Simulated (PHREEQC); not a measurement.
Model water analysis in mg/L, 25 °C, pH 6.13, pe 2.3: Na 0.0748; K 0.00301; Ca 0.714; Mg 0.063; Cl 0.692; S(6) as SO4 0.143; Alkalinity as HCO3 1.25; B 0.00604; Br 0.075; Li 0.00802.

Valence states are taken as typed.

Computed with PHREEQC (ion-association model, phreeqc.dat).

This is a speciation only: nothing precipitates in the calculation.

Problem. Predict the charge-balance error.

Solution. charge-balance error 1.5 %.

Problem. In which forms is C present?

Solution. CO2 62 %, HCO3- 38 % of the C.

Species that the database lacks are ignored.
